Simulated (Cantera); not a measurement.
Charge: 1 mol Si, 1.7 mol CO, 34 mol H2, at 1 atm.

Equilibrium computed with Cantera from the NASA thermochemical tables; the gas is ideal and each condensed phase is pure. Candidate condensed phases: C, C6H6, C7H8, C8H18, H2O, Si, SiC, SiO2; 123 gas species. Mutual solubility and eutectic melting of coexisting phases are not modelled. The tables hold silica as quartz up to 1696 K and as liquid above; real silica turns to tridymite and cristobalite and melts near 1996 K. Equilibrium is a limit: real reactors are often held back by kinetics, nucleation or transport.

x: gas mole fraction; n: condensed amount in mol.

```
T (°C)   x H2    x CH4        x CO       x H2O      x C2H4         x H  n SiC(s)  n SiO2(α-quartz)  n SiO2(β-quartz)  n C(graphite)
------  -----  -------  ----------  ----------  ----------  ----------  --------  ----------------  ----------------  -------------
550     0.952   0.0478      <1e-12    1.39e-10    6.11e-10    7.11e-12     0.150             0.850                 0              0
600     0.952   0.0478  (withheld)  (withheld)  (withheld)  (withheld)     0.150                 0             0.850              0
650     0.952   0.0478    6.13e-10     4.09e-9     1.84e-8    2.37e-10     0.150                 0             0.850              0
700     0.952   0.0478     1.15e-8     1.70e-8     7.82e-8     1.05e-9     0.150                 0             0.850              0
750     0.952   0.0478  (withheld)  (withheld)  (withheld)  (withheld)     0.150                 0             0.850              0
800     0.957   0.0427     1.48e-6     1.87e-7     7.49e-7     1.36e-8     0.150                 0             0.850          0.158
850     0.972   0.0281     6.72e-6     4.37e-7     9.29e-7     4.17e-8     0.150                 0             0.850          0.621
900     0.981   0.0190     2.68e-5     9.44e-7     1.12e-6     1.16e-7     0.150                 0             0.850          0.916
950     0.987   0.0131     9.50e-5     1.91e-6     1.32e-6     2.97e-7     0.152                 0             0.848           1.10
1000    0.990  0.00934    0.000305     3.64e-6     1.53e-6     7.05e-7     0.155                 0             0.845           1.22
1050    0.992  0.00678    0.000892     6.58e-6     1.75e-6     1.57e-6     0.165                 0             0.835           1.28
```

Task: Some entries are withheld; supply them.

Result: 
- 600, x CO: 2.35e-11
- 600, x H2O: 8.32e-10
- 600, x C2H4: 3.69e-9
- 600, x H: 4.53e-11
- 750, x CO: 1.62e-7
- 750, x H2O: 6.16e-8
- 750, x C2H4: 2.89e-7
- 750, x H: 4.01e-9
